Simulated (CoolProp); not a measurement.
Computed with CoolProp (reference Helmholtz-energy equation of state, Thol 2017).

Q: For octamethyltrisiloxane (MDM), give the phase and the Z, cp (kJ/(kg K)), isothermal compressibility (1/MPa), fugacity coefficient at 475.2 K and 383 kPa; 482.9 K and 383 kPa.

A: 
- 475.2 K and 383 kPa: liquid; Z 0.0378, cp 2.27, isothermal compressibility 0.0154, fugacity coefficient 0.710
- 482.9 K and 383 kPa: liquid; Z 0.0380, cp 2.30, isothermal compressibility 0.0182, fugacity coefficient 0.809
